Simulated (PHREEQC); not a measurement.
Solution (25 °C): 37 mmol/kgw CuCl2, 9.5 mmol/kgw HCl and 2.5 mmol/kgw FeCl3. Closed to the air; pH follows from the charge balance.

Model: ion-association model, wateq4f.dat, run in PHREEQC.

```json
{
  "pH": "2.09",
  "ionic_strength": "0.125 mol/kgw",
  "total_alkalinity": "-14.5 meq/kg"
}
```

| species | molality | activity | log γ |
|---|---|---|---|
| Cl- | 0.0867 | 0.0648 | -0.126 |
| Cu+2 | 0.0340 | 0.0128 | -0.425 |
| H+ | 0.00995 | 0.00812 | -0.088 |
| CuCl+ | 0.00296 | 0.00223 | -0.123 |
| Fe+3 | 0.00102 | 0.000164 | -0.794 |
| FeCl+2 | 0.000918 | 0.000321 | -0.457 |
| FeOH+2 | 0.000372 | 0.000130 | -0.457 |
| FeCl2+ | 0.000121 | 9.29e-5 | -0.114 |
| CuCl2 | 7.53e-5 | 7.75e-5 | 0.013 |
| Fe2(OH)2+4 | 3.05e-5 | 4.55e-7 | -1.826 |
| Fe(OH)2+ | 6.83e-6 | 5.29e-6 | -0.111 |
| FeCl3 | 5.85e-7 | 6.02e-7 | 0.013 |
| Fe3(OH)4+5 | 3.59e-7 | 5.03e-10 | -2.854 |
| CuCl3- | 2.37e-8 | 1.78e-8 | -0.123 |
| CuOH+ | 2.08e-8 | 1.57e-8 | -0.123 |

This is a speciation only: nothing precipitates in the calculation. Saturation is exceeded, for instance for Hematite (slow to form), Goethite (slow to form); the values hold only as long as no solid forms. Complexes and solids missing from the database can't appear.
